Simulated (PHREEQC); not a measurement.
0.012 g of hydrous ferric oxide (600 m²/g; 0.2 weak and 0.005 strong sites per Fe, Dzombak-Morel constants, diffuse double layer) in 1 kg of water with 0.01 mol/kgw of an inert sodium salt and 3.4e-05 mmol/kgw MnCl2, at 25 °C; the pH is set by adding NaOH or the inert anion's acid. The system is closed to oxygen. No CO2 enters from the air. Precipitation was switched off in this run.

Equilibrium calculation in PHREEQC: ion-association model, wateq4f.dat.

| pH | Mn sorbed (%) | surface charge σ (C/m²) | surface potential ψ (mV) |
|---|---|---|---|
| 4 | 0.0 | 0.216 | 185 |
| 4.38 | 0.0 | 0.173 | 174 |
| 4.75 | 0.0 | 0.135 | 161 |
| 5.5 | 0.0 | 0.077 | 132 |
| 5.88 | 0.1 | 0.055 | ? |
| 6.25 | ? | 0.039 | 98 |
| 6.62 | 2.5 | 0.027 | 80 |
| 7.38 | 41.3 | 0.010 | 40 |
| 7.75 | 78.1 | 0.005 | 20 |
| 8.12 | 94.8 | 0.000 | 0 |
| 8.5 | 99.0 | -0.005 | -21 |
| 9.25 | 100.0 | -0.018 | ? |
| 9.62 | 100.0 | -0.027 | -81 |
| 10 | 100.0 | -0.040 | -100 |

Q: Complete the blanks.

A: 
- 5.88, surface potential ψ (mV): 116
- 6.25, Mn sorbed (%): 0.5
- 9.25, surface potential ψ (mV): -62
